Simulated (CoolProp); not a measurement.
Properties of dodecamethylpentasiloxane (MD3M) along the isobar 379 kPa (Tc = 628.0 K, pc = 954.0 kPa, ω = 0.730).

The numbers come from the reference Helmholtz-energy equation of state, Thol 2019 in CoolProp.

| T (K) | phase | cp (kJ/(kg K)) | isothermal compressibility (1/MPa) |
|---|---|---|---|
| 339.7 | liquid | 1.805 | 0.002105 |
| 352.7 | liquid | ___ | 0.002341 |
| 365.7 | liquid | 1.862 | 0.002611 |
| 378.7 | liquid | 1.890 | ___ |
| 391.8 | liquid | 1.917 | 0.003285 |
| 404.8 | liquid | ___ | 0.003705 |
| 417.8 | liquid | ___ | 0.004198 |
| 430.9 | liquid | ___ | 0.004787 |
| 443.9 | liquid | 2.027 | ___ |
| 456.9 | liquid | 2.054 | 0.006334 |
| 470 | liquid | 2.082 | 0.007383 |
| 483 | liquid | 2.111 | 0.008682 |
| 496 | liquid | 2.140 | ___ |
| 509 | liquid | 2.170 | 0.01249 |
| 522.1 | liquid | 2.202 | 0.01542 |

Complete the blanks.


- 352.7, cp (kJ/(kg K)): 1.834
- 378.7, isothermal compressibility (1/MPa): 0.002922
- 404.8, cp (kJ/(kg K)): 1.945
- 417.8, cp (kJ/(kg K)): 1.972
- 430.9, cp (kJ/(kg K)): 1.999
- 443.9, isothermal compressibility (1/MPa): 0.005487
- 496, isothermal compressibility (1/MPa): 0.01033
